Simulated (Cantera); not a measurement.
Charge: 1 mol Ta2O5, 1 mol H2, at 2073.15 K and 0.100 bar.

Equilibrium computed with Cantera from the NASA thermochemical tables; the gas is ideal and each condensed phase is pure. Candidate condensed phases: H2O, Ta, Ta2O5; 12 gas species. Mutual solubility and eutectic melting of coexisting phases are not modelled. Condensed phases not in the tables: N, O or C dissolved in the metal. Kinetics and transport are ignored.

Base state: H2 0.989, H 0.00828, H2O 0.00244, TaO2 3.51e-5 (mole fractions); condensed: Ta(s) + Ta2O5(l).

Question: What changes in the equilibrium state with this change: temperature from 2073.15 K to 1698 K?

Answer: 
```json
[
 {"species": "H2", "before": "0.989", "after": "0.999"},
 {"species": "H", "before": "0.00828", "after": "0.000457"},
 {"species": "H2O", "before": "0.00244", "after": "0.000380"},
 {"species": "TaO2", "before": "3.51e-5", "after": "2.06e-8"},
 {"species": "Ta(s), mol", "before": "0.000969", "after": "0"},
 {"species": "Ta2O5(l), mol", "before": "0.999", "after": "0"},
 {"species": "Ta2O5(s), mol", "before": "0", "after": "1.000"}
]
```

Question: What changes in the equilibrium state with this change: temperature from 2073.15 K to 900 K?

Answer: 
```
species          before    after
-------------  --------  -------
H2                0.989     1.00
H2O             0.00244  2.35e-8
H               0.00828    <1e-9
TaO2            3.51e-5    <1e-9
Ta(s), mol     0.000969        0
Ta2O5(l), mol     0.999        0
Ta2O5(s), mol         0     1.00
```
